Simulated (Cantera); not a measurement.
An isothermal, constant-pressure homogeneous reactor starts with 38.5 % CH₄, 61.5 % H₂O, at 1425 K and 0.987 atm.

Cantera simulation using GRI-Mech 3.0 (53 species, 325 reactions); the numbers are that mechanism's predictions, not measurements.

Q: Predict: x(CH₄) at 10.0 s; x(H₂O) at 10.0 s; x(C₂H₆) at 10.0 s; x(CO₂) at 10.0 s; x(CH₂O) at 10.0 s; x(C₂H₄) at 10.0 s.

A: 
```
Property                                             Value
-----------------  ---------------------------------------
x(CH₄) at 10.0 s     0.109 (gas-phase equilibrium 5.83e-6)
x(H₂O) at 10.0 s       0.419 (gas-phase equilibrium 0.115)
x(C₂H₆) at 10.0 s   7.83e-5 (gas-phase equilibrium <1e-12)
x(CO₂) at 10.0 s     0.0142 (gas-phase equilibrium 0.0153)
x(CH₂O) at 10.0 s  3.20e-7 (gas-phase equilibrium 6.06e-8)
x(C₂H₄) at 10.0 s  0.0131 (gas-phase equilibrium 1.20e-11)
```
